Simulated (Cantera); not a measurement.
A closed system holds: 1 mol CH₃SiH₃, 0.02 mol C₂H₂, 21 mol H₂, at 1098.15 K and 0.00260 bar.

Cantera equilibrium calculation (NASA polynomials, part measured and part estimated; ideal gas, pure solids and liquids). Candidate condensed phases: C, C₆H₆, C₇H₈, C₈H₁₈, Si, SiC; 87 gas species. The feed counts by its element totals alone. The numbers say what is thermodynamically allowed, not how fast it happens.

Base state: H₂ 1.000, CH₄ 9.49e-5 (mole fractions); condensed: C(graphite) + SiC(s).

What changes in the equilibrium state with this change: temperature from 1098.15 K to 2200 K?


```json
[
 {"species": "H₂", "before": "1.000", "after": "0.876"},
 {"species": "H", "before": "4.87e-7", "after": "0.103"},
 {"species": "Si", "before": "<1e-9", "after": "0.0152"},
 {"species": "SiC₂", "before": "<1e-9", "after": "0.00146"},
 {"species": "Si₂C", "before": "<1e-9", "after": "0.000893"},
 {"species": "SiH", "before": "<1e-9", "after": "0.000321"},
 {"species": "C₂H₂ (acetylene)", "before": "1.28e-8", "after": "0.00225"},
 {"species": "C(graphite), mol", "before": "0.0377", "after": "0.312"},
 {"species": "SiC(s), mol", "before": "1.00", "after": "0.513"}
]
```
Gases not in the tables: Si₂H₆ and higher silanes.
